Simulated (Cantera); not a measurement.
Input: 1 mol Cr, 0.31 mol N2, 67 mol H2, 7.6 mol N2O, at 0.133 bar.

Method: chemical equilibrium by Gibbs-energy minimisation in Cantera with the NASA 1993 tables (ideal gas, pure condensed phases). Candidate condensed phases: Cr, CrN, Cr2N, Cr2O3, H2O; 29 gas species. Equilibrium is a limit: real reactors are often held back by kinetics, nucleation or transport.

Q: At 2173 K, list the 4 most abundant gas species with their mole fractions, and the condensed phases.

A: H2 0.788, N2 0.104, H2O 0.0894, H 0.0117. Condensed: Cr2O3(s).
